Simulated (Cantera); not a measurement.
A closed system holds: 1 mol TiO₂, 2.5 mol C, 0.69 mol H₂, at 0.100 bar.

Equilibrium computed with Cantera from the NASA thermochemical tables; the gas is ideal and each condensed phase is pure. Candidate condensed phases: C, C₆H₆, C₇H₈, C₈H₁₈, H₂O, Ti, TiC, TiO, TiO₂, Ti₂O₃, Ti₃O₅, Ti₄O₇; 113 gas species. Mutual solubility and eutectic melting of coexisting phases are not modelled. TiC, TiO: taken at fixed stoichiometry. Condensed phases not in the tables: Magnéli phases beyond Ti₄O₇, solid solutions among these carbides, nitrides and lower oxides. Kinetics and transport are ignored.

x: gas mole fraction; n: condensed amount in mol.

| T (K) | x H₂ | x CO | x H | x CH₄ | n C(graphite) | n TiO₂(rutile) | n Ti₄O₇(s) | n Ti₃O₅(s) | n TiC(s) | n Ti₂O₃(s) | n TiO(l) |
|---|---|---|---|---|---|---|---|---|---|---|---|
| 1098 | 0.963 | 0.0334 | 7.67e-8 | 0.00339 | 2.47 | 0.904 | 0.0240 | 0 | 0 | 0 | 0 |
| 1198 | 0.733 | 0.266 | 5.15e-7 | 0.000861 | 2.25 | 0 | 0.250 | 0 | 0 | 0 | 0 |
| 1298 | 0.674 | 0.326 | 2.78e-6 | 0.000362 | 2.17 | 0 | 0 | 0.333 | 0 | 0 | 0 |
| 1398 | 0.433 | 0.567 | 9.84e-6 | 8.18e-5 | 1.25 | 0 | 0 | 0.219 | 0.343 | 0 | 0 |
| 1498 | 0.289 | 0.711 | 2.92e-5 | 1.00e-5 | 0 | 0 | 0 | 0 | 0.800 | 0.0999 | 0 |
| 1598 | 0.289 | 0.711 | ? | ? | 0 | 0 | 0 | 0 | 0.800 | 0.0999 | 0 |
| 1698 | 0.288 | 0.711 | 0.000246 | 1.00e-6 | 0 | 0 | 0 | 0 | 0.800 | 0.0999 | 0 |
| 1798 | 0.288 | 0.711 | 0.000598 | 3.87e-7 | 0 | 0 | 0 | 0 | 0.800 | 0.0999 | 0 |
| 1898 | 0.288 | 0.711 | 0.00133 | 1.66e-7 | 0 | 0 | 0 | 0 | 0.800 | 0.0999 | 0 |
| 1998 | 0.287 | 0.710 | 0.00272 | 7.75e-8 | 0 | 0 | 0 | 0 | 0.800 | 0.0999 | 0 |
| 2098 | 0.279 | 0.715 | ? | ? | 0 | 0 | 0 | 0 | 0.750 | 0 | 0.250 |
| 2198 | 0.277 | 0.714 | 0.00926 | 2.62e-8 | 0 | 0 | 0 | 0 | 0.750 | 0 | 0.250 |
| 2298 | 0.272 | 0.711 | 0.0158 | 1.69e-8 | 0 | 0 | 0 | 0 | 0.750 | 0 | 0.249 |
| 2398 | 0.266 | 0.707 | 0.0257 | 1.11e-8 | 0 | 0 | 0 | 0 | 0.749 | 0 | 0.246 |

### Question
What belongs in the gaps?

### Answer

- 2098, x H: 0.00514
- 2098, x CH₄: 4.17e-8
- 1598, x H: 9.04e-5
- 1598, x CH₄: 2.94e-6
